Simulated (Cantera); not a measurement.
A freely propagating, adiabatic, planar premixed flame of 8.97 % CO, 9.87 % H₂, 17.9 % O₂, 63.2 % N₂, unburnt at 475 K and 240 Torr; mixture-averaged transport, grid criteria slope 0.08 and curve 0.16, no radiation.

Detailed kinetics in Cantera: GRI-Mech 3.0 (53 species, 325 reactions). Burning velocities carry a grid error of a few per cent, more on coarse grids.

**Question.** Predict: laminar burning velocity; thermal thickness; peak x(OH); peak x(H₂O₂); peak x(O).

**Answer.** 
```
Quantity                    Result
------------------------  --------
laminar burning velocity  132 cm/s
thermal thickness          2.15 mm
peak x(OH)                 0.00691
peak x(H₂O₂)               2.21e-5
peak x(O)                   0.0112
```
